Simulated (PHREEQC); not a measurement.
1.4 g of hydrous ferric oxide (600 m²/g; 0.2 weak and 0.005 strong sites per Fe, Dzombak-Morel constants, diffuse double layer) in 1 kg of water with 0.1 mol/kgw of an inert sodium salt and 0.0042 mol/kgw NaH2PO4, at 25 °C; the pH is set by adding NaOH or the inert anion's acid. Oxygen alone is held at its pressure in air (log pO2 = -0.68). The system is closed to CO2. Nothing may precipitate in this run.

Base run: PHREEQC, ion-association model, wateq4f.dat. Each further column changes one thing. The table gives surface charge σ (C/m²).

```tsv
pH	base	background salt from 0.1 to 0.01 mol/kgw	oxide from 1.4 to 7 g/kgw
3	0.015	0.011	0.254
4	0.010	0.006	0.201
5	-0.005	-0.003	0.129
5.5	-0.016	-0.007	0.092
6.5	-0.044	-0.019	0.033
7.5	-0.068	-0.032	-0.006
8.5	-0.086	-0.043	-0.048
9	-0.097	-0.050	-0.072
10	-0.126	-0.071	-0.120
11	-0.200	-0.130	-0.201
```

H3PO4, which wateq4f.dat lacks, is added to it with the constant of phreeqc.dat. The oxide is taken as insoluble; below pH 4 it would dissolve.
